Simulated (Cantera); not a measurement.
Input: 1 mol CO, 9.7 mol H₂, 15 mol N₂, at 2625 K and 66.0 mbar.

Cantera equilibrium calculation (NASA polynomials, part measured and part estimated; ideal gas, pure solids and liquids). Candidate condensed phases: C, C₆H₆, C₇H₈, C₈H₁₈, H₂O; 136 gas species. Kinetics and transport are ignored.

Base state: N₂ 0.557, H₂ 0.314, H 0.0926, CO 0.0371, H₂O 2.40e-5, HCN 2.31e-5 (mole fractions); condensed: gas only.

**Question.** What changes in the equilibrium state with this change: pressure from 66.0 mbar to 0.910 bar?

**Answer.** 
```
species   before     after
-------  -------  --------
N₂         0.557     0.576
H₂         0.314     0.359
CO        0.0371    0.0383
H         0.0926    0.0267
H₂O      2.40e-5  0.000104
HNC      3.10e-6   1.27e-5
HCN      2.31e-5   9.45e-5
```
